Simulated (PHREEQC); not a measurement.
Make-up at 20 °C: 1.53 mmol/kgw NiSO4, 59 mmol/kgw Na2SO4 and 7.2 mmol/kgw HCl. Closed to the air; pH follows from the charge balance.

The numbers come from PHREEQC with the ion-association model, wateq4f.dat.

```json
{
  "pH": "2.62",
  "ionic_strength": "0.163 mol/kgw",
  "total_alkalinity": "-7.20 meq/kg"
}
```

| species | molality | activity | log γ |
|---|---|---|---|
| Na+ | 0.110 | 0.0832 | -0.121 |
| SO4-2 | 0.0476 | 0.0151 | -0.498 |
| NaSO4- | 0.00802 | 0.00610 | -0.119 |
| Cl- | 0.00720 | 0.00525 | -0.137 |
| HSO4- | 0.00424 | 0.00316 | -0.128 |
| H+ | 0.00296 | 0.00239 | -0.093 |
| Ni+2 | 0.000805 | 0.000265 | -0.483 |
| NiSO4 | 0.000719 | 0.000746 | 0.016 |
| NiCl+ | 4.61e-6 | 3.49e-6 | -0.121 |
| Ni(SO4)2-2 | 1.92e-6 | 6.32e-7 | -0.483 |
| NiCl2 | 6.40e-8 | 6.65e-8 | 0.016 |

Precipitation was switched off in this run.
